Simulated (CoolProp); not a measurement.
Vapour-liquid equilibrium of propylene (1) + cyclohexane (2) at 23.25 °C; x and y are mole fractions of (1).

Computed with CoolProp (multi-fluid Helmholtz-energy mixture model, Lemmon 2013 and Zhou 2014; pair parameters Bell 2016).

Problem. Give the bubble pressure and the first vapour's composition at x = 0.05, 0.425, 0.575. Is there an azeotrope?

Solution. x = 0.05: 0.07818 MPa, y = 0.849; x = 0.425: 0.5007 MPa, y = 0.981; x = 0.575: 0.6487 MPa, y = 0.988. No azeotrope shows between x = 0.05 and 0.95.

Pair parameters are fitted to limited data, so mixtures are less certain than the pure fluids. The gap from Raoult's law changes sign with composition, which may be real or a fault of the pair parameters; it wasn't checked against measurements.
